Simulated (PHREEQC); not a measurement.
A solution holds 48 mmol/kgw NaOH and 0.034 mmol/kgw H4SiO4, at 57 °C. Closed to the air; pH follows from the charge balance.

Equilibrium calculation in PHREEQC: ion-association model, phreeqc.dat.

Question: The ionic strength comes out as 0.0480 mol/kgw. What activity coefficients do OH-, H2SiO4-2, H3SiO4-, Na+ get?

Answer: OH- 0.80, H2SiO4-2 0.46, H3SiO4- 0.81, Na+ 0.82.

Precipitation was switched off in this run. Constants without temperature data keep their 25 °C values here.
